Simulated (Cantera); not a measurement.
What does this Cantera script print?

```python
import numpy as np
import cantera as ct

gas_names = """
    B BH BH2 BH3 BN BO BO2 B2 B2O B2O2 B2O3 B3O3H3 H HBO HBO2 HNO HNO2 HNO3 HO2 H2 H2O H2O2 H3B3O6 N NH
    NH2 NH3 NH2OH NO NO2 NO3 N2 N2H2 N2H4 N2O O OH O2 O3
""".split()
cond_names = """
    B(b) B(L) BN(s) B2O3(L) B3O3H3(cr) H2O(s) H2O(L)
""".split()


# ... load() reads the species with a 1 bar reference pressure and builds the phases ...
atoms = {
    'borazine': {'B': 3, 'N': 3, 'H': 6},
    'NH3': {'N': 1, 'H': 3},
    'H2O': {'H': 2, 'O': 1},
}
top_T = {'BN(s)': 3200}  # K; cautious upper limits of use, not melting points


# ... equilibrate(T, P, feed) seeds the gas with the atoms and calls Mixture.equilibrate('TP', solver="vcs", rtol=1e-11, max_steps=5000) ...
results = []
feed = {'borazine': 1, 'NH3': 7.6, 'H2O': 0.08}  # mol
P = 100000  # Pa
for T in [1348, 1448, 1548, 1648, 1748, 1848, 1948]:
    mix = equilibrate(T, P, feed)
    results.append((T, P, feed, dict(zip(mix.species_names, mix.species_moles))))
    x = sorted(zip(gas.X, gas.species_names), reverse=True)
    print(f"T = {T:g} K  P = {P:g} Pa  gas = {mix.phase_moles(0):.4g} mol")
    print("   x: " + "  ".join(f"{s} {v:.3e}" for v, s in x if v > 1e-05))
    print("   condensed (mol): " + ("  ".join(f"{mix.phase(i).name} {mix.phase_moles(i):.4g}"
          for i in range(1, mix.n_phases) if mix.phase_moles(i) > 1e-12) or "none"))
```

Result:

```
T = 1348 K  P = 100000 Pa  gas = 18.29 mol
   x: H2 7.879e-01  N2 2.080e-01  H2O 3.736e-03  HBO2 3.085e-04  NH3 3.288e-05  HBO 1.242e-05
   condensed (mol): BN(s) 2.994
T = 1448 K  P = 100000 Pa  gas = 18.29 mol
   x: H2 7.882e-01  N2 2.081e-01  H2O 3.057e-03  HBO2 6.193e-04  HBO 6.238e-05  NH3 2.325e-05
   condensed (mol): BN(s) 2.987
T = 1548 K  P = 100000 Pa  gas = 18.3 mol
   x: H2 7.883e-01  N2 2.082e-01  H2O 2.292e-03  HBO2 9.031e-04  HBO 2.263e-04  H 2.734e-05  NH3 1.719e-05  B2O3 1.492e-05
   condensed (mol): BN(s) 2.979
T = 1648 K  P = 100000 Pa  gas = 18.31 mol
   x: H2 7.883e-01  N2 2.084e-01  H2O 1.599e-03  HBO2 1.015e-03  HBO 6.294e-04  H 7.906e-05  B2O3 3.442e-05  NH3 1.318e-05
   condensed (mol): BN(s) 2.968
T = 1748 K  P = 100000 Pa  gas = 18.33 mol
   x: H2 7.879e-01  N2 2.086e-01  HBO 1.380e-03  H2O 1.033e-03  HBO2 8.866e-04  H 2.028e-04  B2O3 5.052e-05  NH3 1.042e-05  B2O2 1.015e-05
   condensed (mol): BN(s) 2.956
T = 1848 K  P = 100000 Pa  gas = 18.34 mol
   x: H2 7.871e-01  N2 2.087e-01  HBO 2.386e-03  H2O 6.020e-04  HBO2 5.815e-04  H 4.704e-04  B2O3 4.527e-05  B2O2 2.520e-05  BO 2.411e-05
   condensed (mol): BN(s) 2.943
T = 1948 K  P = 100000 Pa  gas = 18.36 mol
   x: H2 7.861e-01  N2 2.089e-01  HBO 3.268e-03  H 1.002e-03  H2O 3.115e-04  HBO2 2.806e-04  BO 6.356e-05  B2O2 4.008e-05  B2O3 2.426e-05
   condensed (mol): BN(s) 2.931
```

Method: chemical equilibrium by Gibbs-energy minimisation in Cantera with the NASA 1993 tables (ideal gas, pure condensed phases). The feed counts by its element totals alone. Gases not in the tables: H3BO3.
